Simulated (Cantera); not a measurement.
An adiabatic, constant-volume homogeneous reactor starts with CH4 : CO : O2 : N2 = 1 : 0.23 : 6.61 : 24.9 (molar parts), equivalence ratio 0.32, at 1598 K and 10.0 bar.

Computed with Cantera and GRI-Mech 3.0 (53 species, 325 reactions).

Task: Predict: time of steepest temperature rise; temperature at 0.200 s; equilibrium temperature; x(CO) at 0.200 s; x(O2) at 0.200 s; x(NO) at 0.200 s; x(O) at 0.200 s.

Result: 
```
Item                                                                  Result
---------------------------------  -----------------------------------------
time of steepest temperature rise                                    55.6 µs
temperature at 0.200 s                                                2413 K
equilibrium temperature                                               2413 K
x(CO) at 0.200 s                   0.000609 (gas-phase equilibrium 0.000609)
x(O2) at 0.200 s                         0.129 (gas-phase equilibrium 0.129)
x(NO) at 0.200 s                       0.0151 (gas-phase equilibrium 0.0151)
x(O) at 0.200 s                    0.000863 (gas-phase equilibrium 0.000863)
```
